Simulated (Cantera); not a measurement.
An adiabatic, constant-volume homogeneous reactor starts with CO : H₂ : O₂ : N₂ = 1 : 0.16 : 0.586 : 5.33 (molar parts), equivalence ratio 0.99, at 1725 K and 1100000 Pa.

Cantera simulation using GRI-Mech 3.0 (53 species, 325 reactions); the numbers are that mechanism's predictions, not measurements. The hydrogen kinetics of GRI-Mech 3.0 are dated; newer H2 mechanisms differ, most at raised pressure.

**Question.** Predict: time of steepest temperature rise; temperature at 1.00 s; equilibrium temperature; x(CO) at 1.00 s; x(H₂) at 1.00 s; x(O₂) at 1.00 s; x(HO₂) at 1.00 s; x(NO₂) at 1.00 s; x(H) at 1.00 s.

**Answer.** 
- time of steepest temperature rise: 2.57 µs
- temperature at 1.00 s: 2818 K
- equilibrium temperature: 2818 K
- x(CO) at 1.00 s: 0.0382 (gas-phase equilibrium 0.0382)
- x(H₂) at 1.00 s: 0.00101 (gas-phase equilibrium 0.00101)
- x(O₂) at 1.00 s: 0.0139 (gas-phase equilibrium 0.0139)
- x(HO₂) at 1.00 s: 3.59e-6 (gas-phase equilibrium 3.59e-6)
- x(NO₂) at 1.00 s: 6.87e-6 (gas-phase equilibrium 6.87e-6)
- x(H) at 1.00 s: 0.000679 (gas-phase equilibrium 0.000679)
